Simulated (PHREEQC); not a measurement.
# Alkaline etch or developer: an equilibrium model

Solution (20 °C): 0.0014 mol NaOH and 0.00064 mol (CH3)4NCl per kg of water. Closed to the air; pH follows from the charge balance.

Computed with PHREEQC (ion-association model, phreeqc.dat).

This is a speciation only: nothing precipitates in the calculation.

### Question
Predict the pH.

### Answer
pH 11.29.

Species that the database lacks are ignored. (CH3)4N+ isn't in the database: it is added as a free cation with an ion size of 4 Å.
